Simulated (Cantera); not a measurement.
A freely propagating, adiabatic, planar premixed flame of H2 : O2 : N2 : H2O = 1 : 1 : 5 : 0.12 (molar parts), unburnt at 373 K and 100.0 Torr; mixture-averaged transport, grid criteria slope 0.08 and curve 0.16, no radiation.

Model: the H2/O2 subset of GRI-Mech 3.0, which has no nitrogen chemistry, integrated in Cantera. Burning velocities carry a grid error of a few per cent, more on coarse grids. Lean hydrogen flames are cellular in practice and burn faster than this planar one.

**Question.** Predict: laminar burning velocity; thermal thickness; peak x(OH); peak x(H2O2); peak x(O).

**Answer.** 
| Item | Value |
|---|---|
| laminar burning velocity | 57.0 cm/s |
| thermal thickness | 5.34 mm |
| peak x(OH) | 0.00267 |
| peak x(H2O2) | 2.27e-5 |
| peak x(O) | 0.00374 |
